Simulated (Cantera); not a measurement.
Cantera run:

```python
import numpy as np
import cantera as ct

gas_names = """
    CL CL2 H HCL H2 N NH NH2 NH3 N2 N2H2 N2H4 Si SiCL SiCL2 SiCL3 SiCL4 SiH SiHCL3 SiH2 SiH2CL2 SiH3
    SiH3CL SiH4 SiN Si2 Si2N Si3
""".split()
cond_names = """
    NH4CL(a) NH4CL(b) Si(cr) Si(L) Si3N4(a)
""".split()


# ... load() reads the species with a 1 bar reference pressure and builds the phases ...
atoms = {
    'Si2H6': {'Si': 2, 'H': 6},
    'Cl2': {'CL': 2},
    'N2': {'N': 2},
}
top_T = {'Si3N4(a)': 2400}  # K; cautious upper limits of use, not melting points


# ... equilibrate(T, P, feed) seeds the gas with the atoms and calls Mixture.equilibrate('TP', solver="vcs", rtol=1e-11, max_steps=5000) ...
results = []
feed = {'Si2H6': 1, 'Cl2': 0.35, 'N2': 17}  # mol
T = 1323  # K
P = 4200  # Pa
mix = equilibrate(T, P, feed)
results.append((T, P, feed, dict(zip(mix.species_names, mix.species_moles))))
print(gas.report(threshold=1e-05))
for i in range(1, mix.n_phases):
    print(f"{mix.phase(i).name:16s} {mix.phase_moles(i):12.5e} mol")
```

Result:

```
       temperature   1323 K
          pressure   4200 Pa
           density   0.0094321 kg/m^3
  mean mol. weight   24.703 kg/kmol
   phase of matter   gas

                          1 kg             1 kmol
                     ---------------   ---------------
          enthalpy        1.1586e+06        2.8622e+07  J
   internal energy        7.1334e+05        1.7622e+07  J
           entropy             10508        2.5958e+05  J/K
    Gibbs function       -1.2743e+07        -3.148e+08  J
 heat capacity c_p            1366.7             33761  J/K
 heat capacity c_v            1030.1             25446  J/K

                      mass frac. Y      mole frac. X     chem. pot. / RT
                     ---------------   ---------------   ---------------
               HCL          0.054207          0.036729             -39.9
                H2          0.011375           0.13939           -23.385
                N2           0.93427           0.82385           -28.998
             SiCL2        9.3278e-05        2.3279e-05           -67.733
     [  +24 minor]        5.8758e-05        1.3195e-05

Si(cr)            0.00000e+00 mol
Si3N4(a)          6.66459e-01 mol
```

Cantera equilibrium calculation (NASA polynomials, part measured and part estimated; ideal gas, pure solids and liquids). The feed counts by its element totals alone. N2 is the only nitrogen source here; it is nearly inert below about 1500 K, so the nitride shown seldom forms there in practice.
